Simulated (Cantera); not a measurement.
Charge: 1 mol TEOS, 18 mol O₂, 19 mol H₂, 0.18 mol O₃, at 0.220 bar.

Cantera equilibrium calculation (NASA polynomials, part measured and part estimated; ideal gas, pure solids and liquids). Candidate condensed phases: C, C₆H₆, C₇H₈, C₈H₁₈, H₂O, Si, SiC, SiO₂; 123 gas species. The feed counts by its element totals alone. The tables hold silica as quartz up to 1696 K and as liquid above; real silica turns to tridymite and cristobalite and melts near 1996 K. Gases not in the tables: Si(OH)₄. The numbers say what is thermodynamically allowed, not how fast it happens.

log p: log10 of the partial pressure in bar; n: condensed amount in mol.

```tsv
T (K)	log p H₂O	log p CO₂	log p H₂	log p CO	log p H	log p OH	log p CH₄	n SiO₂(α-quartz)	n SiO₂(β-quartz)	n SiO₂(condensed)
798	-0.86	-1.35	-1.45	-2.56	-12.30	<-12	-4.51	1.00	0	0
898	-0.86	-1.37	-1.47	-2.34	-10.70	<-12	-5.99	0	1.00	0
998	-0.85	-1.39	-1.50	-2.19	-9.42	-11.43	-7.22	0	1.00	0
1098	-0.85	-1.41	-1.52	(withheld)	(withheld)	(withheld)	(withheld)	0	1.00	0
1198	-0.84	-1.43	-1.55	-2.00	-7.49	-8.89	-9.17	0	1.00	0
1298	-0.84	-1.44	-1.57	-1.94	-6.76	-7.91	-9.94	0	1.00	0
1398	-0.83	-1.46	-1.59	-1.89	(withheld)	(withheld)	(withheld)	0	1.00	0
1498	-0.83	-1.48	-1.61	-1.85	-5.57	-6.33	-11.21	0	1.00	0
1598	-0.83	-1.49	-1.63	-1.82	-5.09	-5.69	-11.73	0	1.000	0
1698	-0.82	-1.50	-1.65	-1.80	-4.66	-5.13	-12.19	0	0	1.000
1798	-0.82	-1.51	-1.67	-1.77	-4.29	-4.62	-12.60	0	0	1.000
1898	-0.82	-1.52	-1.68	-1.76	-3.95	-4.17	<-12	0	0	1.000
```

Task: Some entries are withheld; supply them.

Result: 
- 1398, log p H: -6.12
- 1398, log p OH: -7.07
- 1398, log p CH₄: -10.62
- 1098, log p CO: -2.08
- 1098, log p H: -8.37
- 1098, log p OH: -10.05
- 1098, log p CH₄: -8.27
